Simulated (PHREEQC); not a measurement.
Dissolve 1.7 mol/kgw NaCl, 0.15 mol/kgw Na2SO4 and 0.00071 mol/kgw H4SiO4 at 25 °C. Closed to the air; pH follows from the charge balance.

The numbers come from PHREEQC with the Pitzer model, pitzer.dat.

```csv
quantity,before,after
pH,6.33,6.08
H3SiO4- (mol/kgw),8.05e-7,7.42e-7
HSO4- (mol/kgw),4.30e-7,4.10e-7
SI of SiO2(a) (SiO2),-0.34,-0.20
SI of Mirabilite (Na2SO4:10H2O),-1.02,-0.92
```

Task: Which change was made?
A. NaCl from 1.7 to 3.4 mol/kgw
B. NaCl from 1.7 to 1.87 mol/kgw
C. diluted 2-fold with water
D. temperature from 25 to 15 °C
E. NaCl left out

Result: A, NaCl from 1.7 to 3.4 mol/kgw

Precipitation was switched off in this run. In brines, pH and single-ion activities rest on the MacInnes convention.
